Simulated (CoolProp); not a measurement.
Properties of R115 along the isotherm 39.75 °C (Tc = 80.0 °C, pc = 3.129 MPa, ω = 0.248).

Model: reference Helmholtz-energy equation of state, Lemmon 2016, in CoolProp.

```csv
p (MPa),phase,Z,isothermal compressibility (1/MPa),expansivity (1/kK)
0.0247,gas,0.9962,40.64,3.235
0.0508,gas,0.9921,19.84,3.278
0.104,gas,0.9838,9.777,3.369
0.214,gas,0.9660,4.843,3.575
0.44,gas,0.9272,2.466,4.094
0.903,gas,0.8349,1.376,5.865
1.86,liquid,0.09070,0.01462,4.960
3.81,liquid,0.1813,0.01098,4.113
7.82,liquid,0.3589,0.007459,3.224
```
